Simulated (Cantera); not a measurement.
An isothermal plug-flow reactor at 1150 K and 100000 Pa (inlet), inlet velocity 0.086 m/s, active area per volume 190 1/m; feed CH4 : O2 : N2 : H2O = 0.02 : 0.011 : 0.79 : 0.0061 (molar parts).

Detailed kinetics in Cantera: Deutschmann's 1995 Pt surface mechanism with GRI-Mech 3.0 gas chemistry. Catalytic surfaces can have several steady states; this one follows from the mechanism file's or the stated starting coverage. Mass transfer to the wall is taken as infinitely fast.

One state of this run: x CH4 = 0.0105; x O2 = 0.000960; x H2O = 0.0181; x CO2 = 0.000117; x CO = 0.0132; θ free Pt = 0.443; θ H* = 0.00364; θ CO* = 0.0203; θ C* = 0.533. x: gas mole fraction; θ: surface coverage.

Question: Which value of z (m) does it belong to?
A. 0.0003
B. 0.0023
C. 0.0064
D. 0.00018

Answer: A, 0.0003
